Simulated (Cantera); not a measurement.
## Ammonia decomposition in nitride growth gas

A perfectly stirred reactor is fed with 21.7 % NH₃, 78.3 % H₂, at 100.0 Torr; it is held at 1973 K, and followed from long to short residence time.

Model: the gas-phase N/H chemistry of the illustrative SiF4/NH3 mechanism in the Surface Chemkin manual (1991), integrated in Cantera. Walls and surfaces, which speed up NH3 decomposition in real reactors, are not modelled.

| τ (s) | x NH₃ | x H₂ | x N₂H₄ | x H | x N₂H₂ | x N₂ | x N |
|---|---|---|---|---|---|---|---|
| 1.0 | 0.0593 | 0.875 | 2.36e-9 | 0.000898 | 2.20e-7 | 0.0648 | 7.16e-7 |
| 0.26 | 0.128 | 0.835 | 6.51e-9 | 0.000659 | 5.26e-7 | 0.0366 | 6.89e-7 |
| 0.069 | 0.183 | 0.802 | 1.03e-8 | 0.000557 | 7.90e-7 | 0.0138 | 6.60e-7 |
| 0.018 | 0.208 | 0.788 | 1.15e-8 | 0.000509 | 8.52e-7 | 0.00378 | 6.00e-7 |
| 0.0048 | 0.215 | 0.783 | 9.58e-9 | 0.000446 | 6.63e-7 | 0.000764 | 4.28e-7 |
| 0.0013 | 0.217 | 0.782 | 3.82e-9 | 0.000279 | 2.07e-7 | 6.01e-5 | 1.08e-7 |
| 0.00033 | 0.217 | 0.783 | 3.56e-10 | 8.50e-5 | 1.25e-8 | 7.63e-7 | 3.13e-9 |
x: mole fraction; the columns are a selection and need not sum to one.
